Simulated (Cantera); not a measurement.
A diamond (100) surface in a fixed gas of H2 with x(CH4) = 0.008, x(H) = 0.0047, at 1350 K, 1100 Pa; coverages are run to steady state.

Model: the Harris–Goodwin 1993 mechanism for the reconstructed diamond (100) surface, integrated in Cantera.

One state of this run: growth (µm/h) = 1.14; θ c6HH = 0.363; θ c6H* = 0.0540; θ c6*H = 0.532; θ c6** = 0.0481; θ c6HM = 0.000151. θ: site fractions in the mechanism's names (c6HH fully hydrogenated, c6H* and c6*H radical sites, c6** diradical, c6HM methylated).

Q: Which value of x(CH3) does it belong to?
A. 0.00036
B. 0.00083
C. 5.4e-06
D. 0.00015

A: B, 0.00083
